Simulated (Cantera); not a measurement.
**Thermodynamics of silicon epitaxy and polysilicon growth, feed SiHCl3 + H2**

Input: 1 mol SiHCl3, 6.9 mol H2, at 1375 °C.

Equilibrium computed with Cantera from the NASA thermochemical tables; the gas is ideal and each condensed phase is pure. Candidate condensed phases: Si; 19 gas species. The tables' values for SiCl3, SiCl are old estimates; treat these amounts as uncertain. Equilibrium is a limit: real reactors are often held back by kinetics, nucleation or transport.

| P (Pa) | log p H2 | log p HCl | log p SiCl2 | log p SiCl3 | n Si(s) |
|---|---|---|---|---|---|
| 100 | -3.12 | -3.85 | -4.02 | -6.28 | 0.137 |
| 260 | -2.70 | -3.43 | -3.61 | -5.66 | 0.139 |
| 670 | -2.29 | -3.02 | -3.20 | -5.05 | 0.140 |
| 1700 | -1.89 | -2.62 | -2.80 | -4.45 | 0.142 |
| 4500 | -1.46 | -2.20 | -2.38 | -3.83 | 0.144 |
| 12000 | -1.04 | -1.78 | -1.97 | -3.21 | 0.147 |
| 30000 | -0.64 | -1.39 | -1.59 | -2.64 | 0.153 |
| 77000 | -0.22 | -1.00 | -1.22 | -2.09 | 0.161 |
| 200000 | 0.19 | -0.61 | -0.87 | -1.56 | 0.172 |
log p: log10 of the partial pressure in bar; n: condensed amount in mol.

From 0.00100 bar to 2.00 bar the condensed part is Si(s). The main Si-bearing gas is SiCl2 throughout. The share of Si in condensed phases is highest at 2.00 bar (17.2 %) and lowest at 0.00100 bar (13.7 %).
